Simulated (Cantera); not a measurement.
Charge: 1 mol SiO2, 0.92 mol SiCl4, 5 mol O2, 49 mol HF, equilibrated at 0.0698 Torr.

Cantera equilibrium calculation (NASA polynomials, part measured and part estimated; ideal gas, pure solids and liquids). Candidate condensed phases: H2O, Si, SiO2; 52 gas species. The tables hold silica as quartz up to 1696 K and as liquid above; real silica turns to tridymite and cristobalite and melts near 1996 K. Kinetics and transport are ignored.

log p: log10 of the partial pressure in bar; n: condensed amount in mol.

```
T (K)  log p HF  log p O2  log p HCl  log p H2O  log p SiF4  n SiO2(β-quartz)
-----  --------  --------  ---------  ---------  ----------  ----------------
925       -4.15     -5.06      -5.20      -5.46       -5.48                 0
975       -4.15     -5.07      -5.20      -5.46       -5.48                 0
1025      -4.15     -5.07      -5.20      -5.46       -5.48                 0
1075      -4.15     -5.07      -5.20      -5.46       -5.48                 0
1125      -4.14     -5.07      -5.21      -5.51       -5.51        (withheld)
1175      -4.14     -5.07      -5.22      -5.59       -5.55        (withheld)
1225      -4.13     -5.07      -5.23      -5.66       -5.59        (withheld)
1275      -4.13     -5.08      -5.25      -5.73       -5.63        (withheld)
```

Complete the blanks.


- 1125, n SiO2(β-quartz): 0.133
- 1175, n SiO2(β-quartz): 0.289
- 1225, n SiO2(β-quartz): 0.422
- 1275, n SiO2(β-quartz): 0.539
